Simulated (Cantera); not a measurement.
Input (Python, Cantera) and output of one run.

```python
import numpy as np
import cantera as ct

gas_names = """
    AL ALCL ALCL2 ALCL3 ALH ALN AL2 AL2CL6 CL CL2 H HCL H2 N NH NH2 NH3 N2 N2H2 N2H4
""".split()
cond_names = """
    AL(cr) AL(L) ALCL3(s) ALCL3(L) ALN(s) NH4CL(a) NH4CL(b)
""".split()


def load(file, names, dense=False):
    # The tables refer to 1 bar. Condensed volumes are neglected.
    table = {s.name: s for s in ct.Species.list_from_file(file)}
    out = []
    for n in names:
        d = dict(table[n].input_data)
        d["thermo"] = dict(d["thermo"], **{"reference-pressure": 1e5})
        if dense:
            d["equation-of-state"] = {"model": "constant-volume", "density": "1e6 g/cm^3"}
        out.append(ct.Species.from_dict(d))
    return out


gas = ct.Solution(thermo="ideal-gas", species=load("nasa_gas.yaml", gas_names))
cond = {s.name: ct.Solution(thermo="fixed-stoichiometry", species=[s], name=s.name)
        for s in load("nasa_condensed.yaml", cond_names, dense=True)}
atoms = {
    'AlN': {'AL': 1, 'N': 1},
    'HCl': {'H': 1, 'CL': 1},
    'N2': {'N': 2},
}
top_T = {'ALN(s)': 2750}  # K; cautious upper limits of use, not melting points


def equilibrate(T, P, feed):
    n = {}
    for name, mol in feed.items():
        for a, k in atoms[name].items():
            n[a] = n.get(a, 0.0) + k * mol
    gas.TPX = T, P, n
    mass = sum(n.values()) * gas.mean_molecular_weight
    gas.equilibrate("TP")
    valid = [c for c in cond.values() if c.min_temp <= T <= top_T.get(c.name, c.max_temp)]
    mix = ct.Mixture([(gas, mass / gas.mean_molecular_weight)] + [(c, 0.0) for c in valid])
    mix.T, mix.P = T, P
    mix.equilibrate("TP", solver="vcs", rtol=1e-11, max_steps=5000)
    return mix


results = []
feed = {'AlN': 1, 'HCl': 0.2, 'N2': 0.067}  # mol
T = 773  # K
P = 100000  # Pa
mix = equilibrate(T, P, feed)
results.append((T, P, feed, dict(zip(mix.species_names, mix.species_moles))))
print(gas.report(threshold=0.001))
for i in range(1, mix.n_phases):
    print(f"{mix.phase(i).name:16s} {mix.phase_moles(i):12.5e} mol")
```

Output:

```
       temperature   773 K
          pressure   1e+05 Pa
           density   0.71076 kg/m^3
  mean mol. weight   45.681 kg/kmol
   phase of matter   gas

                          1 kg             1 kmol
                     ---------------   ---------------
          enthalpy       -2.8411e+06       -1.2978e+08  J
   internal energy       -2.9818e+06       -1.3621e+08  J
           entropy            5541.7        2.5315e+05  J/K
    Gibbs function       -7.1248e+06       -3.2547e+08  J
 heat capacity c_p            977.98             44675  J/K
 heat capacity c_v            795.97             36361  J/K

                      mass frac. Y      mole frac. X     chem. pot. / RT
                     ---------------   ---------------   ---------------
             ALCL3           0.29162          0.099913           -134.19
            AL2CL6           0.36287          0.062162           -268.37
               HCL          0.098385           0.12327           -40.126
                H2          0.014813           0.33564           -17.997
                N2           0.23214           0.37853           -25.215
     [  +15 minor]        0.00017667        0.00047388

AL(cr)            0.00000e+00 mol
ALCL3(L)          0.00000e+00 mol
ALN(s)            9.43658e-01 mol
NH4CL(b)          0.00000e+00 mol
```

Method: chemical equilibrium by Gibbs-energy minimisation in Cantera with the NASA 1993 tables (ideal gas, pure condensed phases).
